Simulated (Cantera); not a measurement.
A perfectly stirred reactor is fed with CH₄ : C₂H₆ : O₂ : N₂ : H₂O = 1 : 0.71 : 4.72 : 17.8 : 0.71 (molar parts), at 8250 Torr; it is adiabatic with a 673 K inlet, and is followed from long to short residence time, starting on the burning branch (τ in s: 0.079, 0.023, 0.007, 0.0021, 0.00062, 0.00018, 5.5e-05, 1.6e-05, 4.9e-06).

Detailed kinetics in Cantera: GRI-Mech 3.0 (53 species, 325 reactions).

**Question.** Predict: blow-out, bracketed by the residence times tried; x(CH₄) at τ = 79.0 ms; x(C₂H₆) at τ = 79.0 ms; x(O₂) at τ = 79.0 ms; x(CO₂) at τ = 79.0 ms; x(H) at τ = 79.0 ms; x(CH₄) at τ = 0.620 ms; x(C₂H₆) at τ = 0.620 ms; x(O₂) at τ = 0.620 ms; x(CO₂) at τ = 0.620 ms; x(H) at τ = 0.620 ms.

**Answer.** 
* **blow-out, bracketed by the residence times tried**: burning at 16.0 µs, out at 4.90 µs
* **x(CH₄) at τ = 79.0 ms**: 2.30e-7
* **x(C₂H₆) at τ = 79.0 ms**: 1.35e-8
* **x(O₂) at τ = 79.0 ms**: 0.0105
* **x(CO₂) at τ = 79.0 ms**: 0.0889
* **x(H) at τ = 79.0 ms**: 0.000247
* **x(CH₄) at τ = 0.620 ms**: 1.92e-5
* **x(C₂H₆) at τ = 0.620 ms**: 1.61e-6
* **x(O₂) at τ = 0.620 ms**: 0.0143
* **x(CO₂) at τ = 0.620 ms**: 0.0849
* **x(H) at τ = 0.620 ms**: 0.000514
